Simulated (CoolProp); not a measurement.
Saturated liquid density (kg/m³) of CH2F2 (R32): the reference equation beside estimates from Tc = 351.3 K, pc = 5.783 MPa, ω = 0.277. Rackett uses Z = 0.29056 − 0.08775 ω.

The numbers come from the reference Helmholtz-energy equation of state, Tillner-Roth 1997 in CoolProp.

```json
[
 {"T (K)": "217.8", "reference": "1223", "Rackett": "1055", "van der Waals": "626.1", "Peng-Robinson": "1076"},
 {"T (K)": "229.4", "reference": "1191", "Rackett": "1029", "van der Waals": "611.0", "Peng-Robinson": "1049"},
 {"T (K)": "241", "reference": "1157", "Rackett": "1001", "van der Waals": "595.0", "Peng-Robinson": "1021"},
 {"T (K)": "252.6", "reference": "1122", "Rackett": "971.4", "van der Waals": "578.0", "Peng-Robinson": "989.5"},
 {"T (K)": "264.2", "reference": "1085", "Rackett": "940.5", "van der Waals": "559.8", "Peng-Robinson": "954.7"},
 {"T (K)": "275.8", "reference": "1046", "Rackett": "907.6", "van der Waals": "540.2", "Peng-Robinson": "916.1"},
 {"T (K)": "287.4", "reference": "1004", "Rackett": "872.3", "van der Waals": "518.9", "Peng-Robinson": "872.6"},
 {"T (K)": "299", "reference": "957.4", "Rackett": "833.7", "van der Waals": "495.5", "Peng-Robinson": "823.3"},
 {"T (K)": "310.6", "reference": "905.5", "Rackett": "790.5", "van der Waals": "469.1", "Peng-Robinson": "766.1"},
 {"T (K)": "322.1", "reference": "845.4", "Rackett": "741.0", "van der Waals": "438.9", "Peng-Robinson": "698.9"}
]
```

Absolute difference from the reference over all 10 rows, mean and median: Rackett 13.2 and 13.3 %, van der Waals 48.4 and 48.4 %, Peng-Robinson 13.2 and 12.2 %.
